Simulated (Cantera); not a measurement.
Input: 1 mol SiCl₄, 10 mol H₂, equilibrated at 1575 K and 0.100 bar.

These are equilibrium values from Cantera (NASA tables, ideal gas, pure condensed phases), not measurements of a reactor. Candidate condensed phases: Si; 19 gas species. The tables' values for SiCl₃ are old estimates; treat these amounts as uncertain. Equilibrium is a limit: real reactors are often held back by kinetics, nucleation or transport.

Base state: H₂ 0.759, HCl 0.157, SiCl₂ 0.0745, SiCl₃ 0.00667, SiCl₄ 0.00157, SiHCl₃ 0.00101, H 0.000115, SiH₂Cl₂ 0.000108 (mole fractions); condensed: gas only.

Problem. What changes in the equilibrium state with this change: H₂ from 10 to 410 mol?

Solution. 
```csv
species,before,after
H₂,0.759,0.990
HCl,0.157,0.00913
SiCl₂,0.0745,0.000285
SiCl₄,0.00157,1.56e-8
SiCl₃,0.00667,1.30e-6
SiHCl₃,0.00101,2.25e-7
SiH₂Cl₂,0.000108,5.39e-7
"Si(s), mol",0,0.879
```

Problem. What changes in the equilibrium state with this change: H₂ from 10 to 29 mol?

Solution. 
| species | before | after |
|---|---|---|
| H₂ | 0.759 | 0.897 |
| HCl | 0.157 | 0.0786 |
| SiCl₂ | 0.0745 | 0.0233 |
| SiCl₄ | 0.00157 | 0.000104 |
| SiCl₃ | 0.00667 | 0.000964 |
| Si(s), mol | 0 | 0.237 |
